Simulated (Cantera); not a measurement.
An adiabatic, constant-pressure homogeneous reactor starts with 12.1 % CO, 0.593 % H2, 6.54 % O2, 61.4 % N2, 19.3 % H2O, equivalence ratio 0.97, at 1700 K and 0.200 bar.

Computed with Cantera and GRI-Mech 3.0 (53 species, 325 reactions).

Task: Predict: time of steepest temperature rise; temperature at 9.00 s; equilibrium temperature; x(CO) at 9.00 s; x(H2) at 9.00 s; x(O2) at 9.00 s; x(NO) at 9.00 s; x(CO2) at 9.00 s; x(H) at 9.00 s.

Result: 
| Item | Result |
|---|---|
| time of steepest temperature rise | 0.289 ms |
| temperature at 9.00 s | 2311 K |
| equilibrium temperature | 2311 K |
| x(CO) at 9.00 s | 0.0241 (gas-phase equilibrium 0.0241) |
| x(H2) at 9.00 s | 0.00817 (gas-phase equilibrium 0.00817) |
| x(O2) at 9.00 s | 0.0141 (gas-phase equilibrium 0.0141) |
| x(NO) at 9.00 s | 0.00377 (gas-phase equilibrium 0.00377) |
| x(CO2) at 9.00 s | 0.102 (gas-phase equilibrium 0.102) |
| x(H) at 9.00 s | 0.00208 (gas-phase equilibrium 0.00208) |
